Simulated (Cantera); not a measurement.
An isothermal, constant-pressure homogeneous reactor starts with CH4 : H2O = 1 : 2.5 (molar parts), at 1225 K and 13.8 atm.

Cantera simulation using GRI-Mech 3.0 (53 species, 325 reactions); the numbers are that mechanism's predictions, not measurements. The pressure lies above the range GRI-Mech 3.0 was tuned for (to about 10 atm).

Problem. Predict: x(CH4) at 40.0 s; x(H2O) at 40.0 s; x(CH3) at 40.0 s; x(CH2CO) at 40.0 s; x(C2H4) at 40.0 s.

Solution. 
- x(CH4) at 40.0 s: 0.242 (gas-phase equilibrium 0.00538)
- x(H2O) at 40.0 s: 0.696 (gas-phase equilibrium 0.241)
- x(CH3) at 40.0 s: 1.70e-6 (gas-phase equilibrium 1.14e-8)
- x(CH2CO) at 40.0 s: 2.35e-6 (gas-phase equilibrium 1.65e-9)
- x(C2H4) at 40.0 s: 0.0140 (gas-phase equilibrium 4.96e-8)
